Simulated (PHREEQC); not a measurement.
0.054 g of hydrous ferric oxide (600 m²/g; 0.2 weak and 0.005 strong sites per Fe, Dzombak-Morel constants, diffuse double layer) in 1 kg of water with 0.05 mol/kgw of an inert sodium salt, at 25 °C; the pH is set by adding NaOH or the inert anion's acid. Oxygen is held at 0.21 atm. The system is closed to CO2. Nothing may precipitate in this run.

All values are PHREEQC results (ion-association model, wateq4f.dat), not measurements.

Question: Predict surface charge σ (C/m²), surface potential ψ (mV) at pH = 4.5, 6.38, 9.

Answer: 
```
pH    surface charge σ (C/m²)  surface potential ψ (mV)
----  -----------------------  ------------------------
4.5                     0.238                       149
6.38                    0.064                        84
9                      -0.026                       -45
```

Complexes and solids missing from the database can't appear. The oxide is taken as insoluble; below pH 4 it would dissolve.
